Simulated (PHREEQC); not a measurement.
**Polishing slurry liquid: speciation**

Solution (30 °C): 0.0014 mol HNO3 and 0.013 mol KH2PO4 per kg of water. Closed to the air; pH follows from the charge balance.

Equilibrium calculation in PHREEQC: ion-association model, phreeqc.dat.

No solid was allowed to form.

**Question.** What pH, ionic strength, specific conductance does the model give?

**Answer.** pH 3.30; ionic strength 0.0136 mol/kgw; specific conductance 1680 µS/cm.

**Question.** In which forms is P present?

**Answer.** H2PO4- 93 %, H3PO4 6.5 % of the P.

Species that the database lacks are ignored.
